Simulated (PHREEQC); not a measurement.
Model water analysis in mmol/kgw, 20 °C, pH 2.68, pe 8.1: Na 0.835; K 1.39; Ca 6.08; Mg 1.54; Cl 6.33; S(6) 7.66; Al 0.00627; B 0.173.

Cl is adjusted to close the charge balance.
Valence states are taken as typed.

Equilibrium calculation in PHREEQC: ion-association model, phreeqc.dat.

### Question
The ionic strength comes out as 0.0277 mol/kgw. What activity coefficients do HSO4-, KSO4-, SO4-2, Al+3, Mg+2 get?

### Answer
HSO4- 0.86, KSO4- 0.86, SO4-2 0.54, Al+3 0.31, Mg+2 0.56.

Precipitation was switched off in this run.
